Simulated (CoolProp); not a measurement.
Computed with CoolProp (reference Helmholtz-energy equation of state, Guder 2009).

Give the vapour pressure (kPa), vapour Z, liquid viscosity (µPa s), vapour viscosity (µPa s) of saturated sulfur hexafluoride at 252.5, 259.5, 263 K.


```
T (K)  p (kPa)  vapour Z  liquid viscosity (µPa s)  vapour viscosity (µPa s)
-----  -------  --------  ------------------------  ------------------------
252.5      675     0.851                       262                      13.5
259.5      842     0.826                       233                      14.0
263        936     0.812                       220                      14.2
```

Viscosity comes from a separate model (Quiñones-Cisneros 2012).
